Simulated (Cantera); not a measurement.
Input: 1 mol V, 2.5 mol H2O, 12 mol H2, held at 620000 Pa.

Method: chemical equilibrium by Gibbs-energy minimisation in Cantera with the NASA 1993 tables (ideal gas, pure condensed phases). Candidate condensed phases: H2O, V, VO, V2O3, V2O4, V2O5; 12 gas species. Mutual solubility and eutectic melting of coexisting phases are not modelled. VO: taken at fixed stoichiometry. Condensed phases not in the tables: the oxides between V2O3 and V2O5 other than VO2. Equilibrium is a limit: real reactors are often held back by kinetics, nucleation or transport.

log p: log10 of the partial pressure in bar; n: condensed amount in mol.

```csv
T (K),log p H2,log p H2O,log p H,log p VO2,log p OH,log p VO,n V2O3(s),n VO(l)
1925,0.76,-0.37,-2.64,-5.15,-4.83,(withheld),0.500,0
2000,0.76,-0.37,-2.41,-4.68,-4.54,(withheld),0.500,0
2075,0.76,-0.37,-2.19,-4.25,-4.27,(withheld),0.500,0
2150,0.76,-0.37,-1.99,-3.85,-4.01,(withheld),0.500,0
2225,0.76,-0.31,-1.81,-3.44,-3.71,(withheld),0.348,0.304
2300,0.74,-0.19,-1.64,-3.05,-3.37,(withheld),0,0.998
2375,0.74,-0.20,-1.48,-2.80,-3.17,(withheld),0,0.996
2450,0.74,-0.20,-1.33,-2.57,-2.97,(withheld),0,0.993
2525,0.74,-0.20,-1.18,-2.36,-2.79,(withheld),0,0.988
2600,0.74,-0.20,-1.05,-2.16,-2.62,(withheld),0,0.981
2675,0.74,-0.21,-0.92,-1.97,-2.47,(withheld),0,0.970
```

Task: What belongs in the gaps?

Result: 
- 1925, log p VO: -6.49
- 2000, log p VO: -5.91
- 2075, log p VO: -5.38
- 2150, log p VO: -4.89
- 2225, log p VO: -4.46
- 2300, log p VO: -4.12
- 2375, log p VO: -3.79
- 2450, log p VO: -3.49
- 2525, log p VO: -3.21
- 2600, log p VO: -2.94
- 2675, log p VO: -2.69
